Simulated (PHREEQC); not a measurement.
Copper plating or etch bath: speciation

Solution (40 °C and 300 atm): 0.1 mol/kgw CuSO4, 0.0011 mol/kgw HBF4 and 9.5e-05 mol/kgw FeCl3. Closed to the air; pH follows from the charge balance.

All values are PHREEQC results (ion-association model, phreeqc.dat), not measurements.

This is a speciation only: nothing precipitates in the calculation.

Q: Estimate the pH, density.

A: pH 3.13; density 1.021 g/cm³.

Q: In which forms is Fe present?

A: FeF3 55 %, FeF2+ 42 %, FeF+2 2.1 % of the Fe.

Examples of supersaturated solids here: Hematite (slow to form), Goethite (slow to form). Others may be too. Under pressure, the constants of complexes without a molar volume in the database are unreliable. At this temperature some constants are extrapolated from 25 °C, and those without enthalpy data are left unchanged. Real BF4- forms and hydrolyses slowly; the run takes it at equilibrium. Fluoro complexes past AlF4- and FeF3 are missing from the database.
